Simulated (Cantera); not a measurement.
Input: 1 mol CO, 0.012 mol O2, 2 mol H2, 0.64 mol H2O, at 7.50 Torr.

Equilibrium computed with Cantera from the NASA thermochemical tables; the gas is ideal and each condensed phase is pure. Candidate condensed phases: C, C6H6, C7H8, C8H18, H2O; 131 gas species. Ions and electrons are included (thermal ionisation). The numbers say what is thermodynamically allowed, not how fast it happens.

Question: At 2477 °C, list the 5 most abundant gas species with their mole fractions, and the condensed phases.

Answer: H 0.367, H2 0.288, CO 0.206, H2O 0.0796, OH 0.0272. Condensed: gas only.
